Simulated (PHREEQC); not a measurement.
# Buffer (model solution)

A solution holds 1.8 mmol/kgw HF, 0.18 mmol/kgw NaF and 1.5 mmol/kgw KCl, at 79 °C. Closed to the air; pH follows from the charge balance.

All values are PHREEQC results (ion-association model, phreeqc.dat), not measurements.

Each row changes one thing in this solution. This is a speciation only: nothing precipitates in the calculation.

| case | pH | ionic strength (mol/kgw) | HF (mol/kgw) | F- (mol/kgw) | HF2- (mol/kgw) | NaF (mol/kgw) | SI of Sylvite (KCl) | SI of Halite (NaCl) |
|---|---|---|---|---|---|---|---|---|
| as made | 3.33 | 0.00218 | 0.00130 | 0.000673 | 3.76e-6 | 6.21e-8 | -6.83 | -8.23 |
| HF from 0.0018 to 0.0009 mol/kgw | 3.53 | 0.00199 | 0.000589 | 0.000488 | 1.24e-6 | 4.52e-8 | -6.82 | -8.22 |
| NaF replaced by NaH2PO4 at the same molality | 3.28 | 0.00223 | 0.00122 | 0.000570 | 3.00e-6 | 5.25e-8 | -6.83 | -8.23 |
| 2.7e-05 mol/kgw HCl added | 3.31 | 0.00219 | 0.00131 | 0.000660 | 3.72e-6 | 6.09e-8 | -6.82 | -8.22 |
| NaF from 0.00018 to 9e-05 mol/kgw | 3.30 | 0.00212 | 0.00127 | 0.000616 | 3.35e-6 | 2.84e-8 | -6.83 | -8.53 |
| HF replaced by Na2SiF6 at the same molality | 3.42 | 0.00618 | 0.00475 | 0.00314 | 6.40e-5 | 5.65e-6 | -6.86 | -6.93 |
| diluted 5-fold with water | 3.74 | 0.000524 | 0.000172 | 0.000224 | 1.65e-7 | 4.37e-9 | -8.20 | -9.60 |
| temperature from 79 to 60 °C | 3.25 | 0.00227 | 0.00120 | 0.000770 | 4.07e-6 | 7.12e-8 | -6.75 | -8.21 |

Some of these states are supersaturated (in Quartz (slow to form), Chalcedony (slow to form), for instance). Constants without temperature data keep their 25 °C values here.
